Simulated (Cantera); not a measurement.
## Al + I2 + N2 (aluminium and copper etching)

Input: 1 mol Al, a varied amount of I2, 0.49 mol N2, equilibrated at 600 °C and 7.50 Torr.

Equilibrium computed with Cantera from the NASA thermochemical tables; the gas is ideal and each condensed phase is pure. Candidate condensed phases: Al, AlI3, AlN, I2; 10 gas species. Kinetics and transport are ignored.

```json
[
 {"n(I2) (mol)": "0.62", "log p AlI3": "-2.22", "log p I2": "-3.13", "log p N2": "-2.55", "log p I": "-3.40", "log p Al2I6": "-5.73", "n AlN(s)": "0.626"},
 {"n(I2) (mol)": "0.87", "log p AlI3": "-2.22", "log p I2": "-3.13", "log p N2": "-2.54", "log p I": "-3.40", "log p Al2I6": "-5.74", "n AlN(s)": "0.475"},
 {"n(I2) (mol)": "1.1", "log p AlI3": "-2.22", "log p I2": "-3.13", "log p N2": "-2.54", "log p I": "-3.40", "log p Al2I6": "-5.74", "n AlN(s)": "0.337"},
 {"n(I2) (mol)": "1.4", "log p AlI3": "-2.23", "log p I2": "-3.13", "log p N2": "-2.54", "log p I": "-3.40", "log p Al2I6": "-5.74", "n AlN(s)": "0.156"},
 {"n(I2) (mol)": "1.6", "log p AlI3": "-2.23", "log p I2": "-3.13", "log p N2": "-2.54", "log p I": "-3.40", "log p Al2I6": "-5.74", "n AlN(s)": "0.0353"},
 {"n(I2) (mol)": "1.9", "log p AlI3": "-2.29", "log p I2": "-2.76", "log p N2": "-2.60", "log p I": "-3.22", "log p Al2I6": "-5.87", "n AlN(s)": "0"},
 {"n(I2) (mol)": "2.1", "log p AlI3": "-2.34", "log p I2": "-2.62", "log p N2": "-2.65", "log p I": "-3.15", "log p Al2I6": "-5.96", "n AlN(s)": "0"},
 {"n(I2) (mol)": "2.4", "log p AlI3": "-2.40", "log p I2": "-2.49", "log p N2": "-2.71", "log p I": "-3.09", "log p Al2I6": "-6.08", "n AlN(s)": "0"},
 {"n(I2) (mol)": "2.6", "log p AlI3": "-2.43", "log p I2": "-2.44", "log p N2": "-2.74", "log p I": "-3.06", "log p Al2I6": "-6.16", "n AlN(s)": "0"}
]
```
log p: log10 of the partial pressure in bar; n: condensed amount in mol.

From 0.62 mol I2 to 1.6 mol I2 the condensed part is AlN(s). From 1.9 mol I2 to 2.6 mol I2 nothing is condensed. The main Al-bearing gas is AlI3 throughout.
